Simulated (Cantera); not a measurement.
Feed: 1 mol Si3N4, 0.0068 mol C, 0.059 mol N2, at 23.0 mbar.

Equilibrium computed with Cantera from the NASA thermochemical tables; the gas is ideal and each condensed phase is pure. Candidate condensed phases: C, Si, SiC, Si3N4; 20 gas species. Mutual solubility and eutectic melting of coexisting phases are not modelled. Kinetics and transport are ignored.

Task: Which condensed phases are stable at each of these points (T (°C)): 1550, 1600, 1650, 1700, 1750, 1800, 1850, 1900, 1950, 2000?

Result: 
| T (°C) | condensed phases | Si condensed (%) |
|---|---|---|
| 1550 | SiC(s) + Si3N4(s) | 100.0 |
| 1600 | Si(l) + SiC(s) | 100.0 |
| 1650 | Si(l) + SiC(s) | 99.9 |
| 1700 | Si(l) + SiC(s) | 99.9 |
| 1750 | Si(l) + SiC(s) | 99.8 |
| 1800 | Si(l) + SiC(s) | 99.6 |
| 1850 | Si(l) + SiC(s) | 99.4 |
| 1900 | Si(l) + SiC(s) | 98.9 |
| 1950 | Si(l) + SiC(s) | 98.2 |
| 2000 | Si(l) + SiC(s) | 97.1 |

At 1550 °C the condensed part is SiC(s) + Si3N4(s). From 1600 °C to 2000 °C the condensed part is Si(l) + SiC(s).
